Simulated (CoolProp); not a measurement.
Vapour-liquid equilibrium of R125 (1) + dimethyl ether (2) at -28.85 °C; x and y are mole fractions of (1).

Model: multi-fluid Helmholtz-energy mixture model, Lemmon 2005 and Wu 2011; pair parameters Bell 2016, in CoolProp.

| x | bubble pressure (kPa) | y at the bubble point | dew pressure at overall composition x (kPa) | liquid density (mol/L) |
|---|---|---|---|---|
| 0.05 | 86.96 | 0.076 | ? | 15.87 |
| 0.15 | 92.59 | ? | 89.56 | 15.46 |
| 0.25 | 99.88 | 0.376 | 93.59 | 15.05 |
| 0.35 | 109.4 | 0.520 | 98.43 | 14.65 |
| 0.45 | ? | 0.652 | ? | 14.26 |
| 0.55 | 137.6 | ? | 111.9 | 13.86 |
| 0.65 | 156.8 | 0.853 | 121.7 | 13.47 |
| 0.75 | 179.1 | 0.918 | 135.3 | 13.07 |
| 0.85 | 203.3 | 0.963 | 156.1 | 12.66 |
| 0.95 | 227.6 | 0.991 | 195.1 | 12.23 |

### Question
What belongs in the gaps?

### Answer

- 0.05, dew pressure at overall composition x (kPa): 86.13
- 0.15, y at the bubble point: 0.227
- 0.45, bubble pressure (kPa): 121.8
- 0.45, dew pressure at overall composition x (kPa): 104.4
- 0.55, y at the bubble point: 0.764

No azeotrope shows between x = 0.05 and 0.95.

Pair parameters are fitted to limited data, so mixtures are less certain than the pure fluids.
